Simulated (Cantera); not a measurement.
Feed: 1 mol NiS, 510 mol H2, 16 mol N2, held at 1548 K and 10.0 Torr.

Equilibrium computed with Cantera from the NASA thermochemical tables; the gas is ideal and each condensed phase is pure. Candidate condensed phases: Ni, NiS, NiS2, Ni3S2, Ni3S4, S; 17 gas species. Kinetics and transport are ignored.

Base state: H2 0.967, N2 0.0304, H2S 0.00174, H 0.000262, SH 0.000103, S2 2.87e-5, Ni 1.10e-5 (mole fractions); condensed: Ni(s).

**Question.** What changes in the equilibrium state with this change: NiS replaced by ZrO2?

**Answer.** 
| species | before | after |
|---|---|---|
| H2 | 0.967 | 0.969 |
| N2 | 0.0304 | 0.0304 |
| H | 0.000262 | 0.000263 |
| H2S | 0.00174 | 0 |
| SH | 0.000103 | 0 |
| Ni | 1.10e-5 | 0 |
| S2 | 2.87e-5 | 0 |
| Ni(s), mol | 0.994 | 0 |
| ZrN(s), mol | 0 | 0.00133 |
| ZrO2(tetragonal), mol | 0 | 0.999 |
Mutual solubility and eutectic melting of coexisting phases are not modelled. ZrN: taken at fixed stoichiometry. Condensed phases not in the tables: solid solutions among these carbides, nitrides and lower oxides. Further candidate phases: H2O, Zr, ZrN, ZrO2.

**Question.** What changes in the equilibrium state with this change: NiS replaced by V2O3?

**Answer.** 
```tsv
species	before	after
H2	0.967	0.967
N2	0.0304	0.0304
H2O	0	0.00190
H2S	0.00174	0
SH	0.000103	0
Ni	1.10e-5	0
S2	2.87e-5	0
H	0.000262	0.000262
Ni(s), mol	0.994	0
VO(s), mol	0	2.00
```
VO: taken at fixed stoichiometry. Further candidate phases: H2O, V, VN, VO, V2O3, V2O4, V2O5.
